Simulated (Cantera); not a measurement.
Input: 1 mol C2H2, 0.43 mol CO2, held at 383 Torr.

Method: chemical equilibrium by Gibbs-energy minimisation in Cantera with the NASA 1993 tables (ideal gas, pure condensed phases). Candidate condensed phases: C, C6H6, C7H8, C8H18, H2O; 110 gas species. Equilibrium is a limit: real reactors are often held back by kinetics, nucleation or transport.

Task: What share of the C ends up in condensed phases as a function of T (K), at 1975, 2125, 2275, 2425, 2575, 2725, 2875?

Result: 
```
T (K)  C condensed (%)           as
-----  ---------------  -----------
1975              64.6  C(graphite)
2125              64.5  C(graphite)
2275              64.3  C(graphite)
2425              64.0  C(graphite)
2575              63.4  C(graphite)
2725              62.6  C(graphite)
2875              61.3  C(graphite)
```
